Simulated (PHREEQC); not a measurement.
Dissolve 0.0049 mol H3AsO4, 0.002 mol HCl and 0.015 mol ZnSO4 per kg of water at 35 °C. Closed to the air; pH follows from the charge balance.

Model: ion-association model, wateq4f.dat, run in PHREEQC.

No solid was allowed to form.

Task: Estimate the pH, ionic strength.

Result: pH 2.52; ionic strength 0.0416 mol/kgw.

Task: In which forms is As present?

Result: H2AsO4- 65 %, H3AsO4 35 % of the As.

Species that the database lacks are ignored. The database has no arsenate complexes of Zn.
